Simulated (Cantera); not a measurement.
Charge: 1 mol C2H2, 0.037 mol CO2, 2.2 mol H2, equilibrated at 773 K and 7600 Pa.

Equilibrium computed with Cantera from the NASA thermochemical tables; the gas is ideal and each condensed phase is pure. Candidate condensed phases: C, C6H6, C7H8, C8H18, H2O; 110 gas species. Rates play no part.

Base state: H2 0.857, CH4 0.118, H2O 0.0184, CO 0.00594, CO2 0.000656 (mole fractions); condensed: C(graphite).

Q: What changes in the equilibrium state with this change: pressure from 7600 Pa to 130000 Pa?

A: 
```tsv
species	before	after
CH4	0.118	0.527
H2	0.857	0.438
H2O	0.0184	0.0331
CO	0.00594	0.00122
CO2	0.000656	0.000473
C(graphite), mol	1.68	0.927
```

Q: What changes in the equilibrium state with this change: temperature from 773 K to 2925 K?

A: 
| species | before | after |
|---|---|---|
| H2 | 0.857 | 0.597 |
| H | <1e-9 | 0.349 |
| C2H2 (acetylene) | <1e-9 | 0.0297 |
| CH4 | 0.118 | 2.29e-6 |
| H2O | 0.0184 | 8.42e-9 |
| CO | 0.00594 | 0.0186 |
| C2H | <1e-9 | 0.00267 |
| C3 | <1e-9 | 0.00181 |
| CO2 | 0.000656 | <1e-9 |
| C4H2 | <1e-9 | 0.000616 |
| C(graphite), mol | 1.68 | 1.67 |

Q: What changes in the equilibrium state with this change: CO2 from 0.037 to 1.3 mol?

A: 
| species | before | after |
|---|---|---|
| H2 | 0.857 | 0.508 |
| H2O | 0.0184 | 0.179 |
| CO2 | 0.000656 | 0.175 |
| CO | 0.00594 | 0.0971 |
| CH4 | 0.118 | 0.0415 |
| C(graphite), mol | 1.68 | 2.00 |
